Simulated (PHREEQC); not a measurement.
A solution holds 1.2 mmol/kgw CsOH, 0.48 mmol/kgw NaAlO2 and 84 mmol/kgw K2CO3, at 25 °C. Closed to the air; pH follows from the charge balance.

Model: ion-association model, wateq4f.dat, run in PHREEQC.

```tsv
quantity	before	after
pH	11.42	11.94
ionic strength (mol/kgw)	0.251	0.263
CO3-2 (mol/kgw)	0.0813	0.0831
HCO3- (mol/kgw)	0.00260	0.000783
CO2 (mol/kgw)	1.54e-8	1.38e-9
```

Q: What was changed between the two runs?
A. NaAlO2 from 0.00048 to 0.00096 mol/kgw
B. CsOH from 0.0012 to 0.012 mol/kgw
C. diluted 100-fold with water
D. CsOH from 0.0012 to 0.0006 mol/kgw
E. NaAlO2 left out

A: B, CsOH from 0.0012 to 0.012 mol/kgw

Precipitation was switched off in this run.
